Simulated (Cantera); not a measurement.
Charge: 1 mol SiCl4, 0.71 mol HCl, 0.33 mol H2, 2.5 mol Cl2, held at 625 K and 1500000 Pa.

These are equilibrium values from Cantera (NASA tables, ideal gas, pure condensed phases), not measurements of a reactor. Candidate condensed phases: Si; 19 gas species. Equilibrium is a limit: real reactors are often held back by kinetics, nucleation or transport.

Base state: Cl2 0.478, HCl 0.302, SiCl4 0.220 (mole fractions); condensed: gas only.

What changes in the equilibrium state with this change: 0.63 mol CH4 added?


```tsv
species	before	after
HCl	0.302	0.717
SiCl4	0.220	0.184
CCl4	0	0.0686
Cl2	0.478	0.0304
C(graphite), mol	0	0.257
```
Gases not in the tables: chlorinated aromatics. Further candidate phases: C, C6H6, C7H8, C8H18, SiC.
